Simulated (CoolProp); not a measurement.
Saturated liquid density (kg/m³) of ethylene: the reference equation beside estimates from Tc = 282.4 K, pc = 5.042 MPa, ω = 0.087. Rackett uses Z = 0.29056 − 0.08775 ω.

Values from CoolProp's reference Helmholtz-energy equation of state, Smukala 2000.

```csv
T (K),reference,Rackett,Soave-Redlich-Kwong,Peng-Robinson
169.2,567.9,562.9,547.7,618.5
173.4,561.9,557.0,541.5,611.8
177.6,555.7,551.1,535.2,604.9
181.8,549.5,545.0,528.6,597.7
186,543.2,538.9,521.8,590.3
190.2,536.8,532.6,514.8,582.6
194.4,530.2,526.1,507.6,574.6
198.6,523.5,519.6,500.0,566.3
202.8,516.6,512.9,492.3,557.7
207,509.6,506.0,484.2,548.7
211.2,502.4,498.9,475.8,539.4
```

Absolute difference from the reference over all 11 rows, mean and median: Rackett 0.8 and 0.8 %, Soave-Redlich-Kwong 4.2 and 4.1 %, Peng-Robinson 8.4 and 8.5 %.
